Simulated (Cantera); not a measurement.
Input: 1 mol SiF₄, 1.2 mol O₃, 40 mol N₂, 20 mol H₂O, equilibrated at 0.00360 bar.

Equilibrium computed with Cantera from the NASA thermochemical tables; the gas is ideal and each condensed phase is pure. Candidate condensed phases: H₂O, Si, SiO₂, Si₂N₂O, Si₃N₄; 58 gas species. The tables hold silica as quartz up to 1696 K and as liquid above; real silica turns to tridymite and cristobalite and melts near 1996 K. Kinetics and transport are ignored. All values below are at 1425 K.

Base state: N₂ 0.627, H₂O 0.282, HF 0.0627, O₂ 0.0280, NO 0.000271, OH 0.000163, H₂ 1.85e-5 (mole fractions); condensed: SiO₂(β-quartz).

Question: What changes in the equilibrium state with this change: H₂O from 20 to 0.34 mol?

Answer: 
```
species                before     after
-------------------  --------  --------
N₂                      0.627     0.923
O₂                     0.0280    0.0414
SiF₄                  6.46e-8    0.0192
H₂O                     0.282   3.22e-5
HF                     0.0627    0.0156
H₂                    1.85e-5   1.74e-9
OH                   0.000163   1.92e-6
NO                   0.000271  0.000400
SiO₂(β-quartz), mol     1.000     0.169
```
